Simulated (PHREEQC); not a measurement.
Model water analysis in mmol/kgw, 25 °C, pH 5.84, pe -0.6: Na 0.0471; K 0.00385; Ca 0.0768; Mg 0.166; Cl 0.0656; S(6) 0.11; Alkalinity (meq/kgw) 0.25; N(-3) 0.000143; Ba 0.000155; Fe(2) 0.00655.

Valence states are taken as typed.

Model: ion-association model, wateq4f.dat, run in PHREEQC.

```
quantity                     before     after
-------------------------  --------  --------
CO2 (mol/kgw)              0.000788  0.000778
MgSO4 (mol/kgw)             3.08e-6   8.17e-6
CaSO4 (mol/kgw)             1.22e-6   1.07e-6
CaHCO3+ (mol/kgw)           2.11e-7   2.03e-7
FeSO4 (mol/kgw)             9.09e-8   8.04e-8
SI of Siderite (FeCO3)        -2.47     -2.49
SI of Gypsum (CaSO4:2H2O)     -3.63     -3.69
```

**Question.** What was changed between the two runs?
A. temperature from 25 to 45 °C at the same typed pH
B. Mg from 0.166 to 0.498 mmol/kgw
C. pH from 5.84 to 5.5 at the same alkalinity

**Answer.** B, Mg from 0.166 to 0.498 mmol/kgw

No solid was allowed to form.
